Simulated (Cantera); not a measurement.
# PbO + H2 + N2 (iron carbonyl, mercury and lead vapours)

Charge: 1 mol PbO, 0.31 mol H2, a varied amount of N2, at 0.133 bar.

These are equilibrium values from Cantera (NASA tables, ideal gas, pure condensed phases), not measurements of a reactor. Candidate condensed phases: H2O, Pb, PbO, PbO2, Pb3O4; 27 gas species. Each liquid is taken as pure. Mutual solubility and eutectic melting of coexisting phases are not modelled. Equilibrium is a limit: real reactors are often held back by kinetics, nucleation or transport.

### Question
Map the stable condensed phases over T = 802, 852, 902, 952, 1002, 1052, 1102, 1152, 1202, 1252, 1302 °C and n(N2) in mol = 7.9, 12, 16, 20, 24, 28, 32.

### Answer
```
T in °C \ n(N2) in mol
         7.9  12  16  20  24  28  32
   1302    A   A   A   A   A   A   A
   1252    A   A   A   A   A   A   A
   1202    B   B   A   A   A   A   A
   1152    B   B   B   B   B   A   A
   1102    B   B   B   B   B   B   B
   1052    C   B   B   B   B   B   B
   1002    C   C   C   C   B   B   B
    952    C   C   C   C   C   C   C
    902    C   C   C   C   C   C   C
    852    C   C   C   C   C   C   C
    802    C   C   C   C   C   C   C
```
A: gas only; B: PbO; C: Pb + PbO.
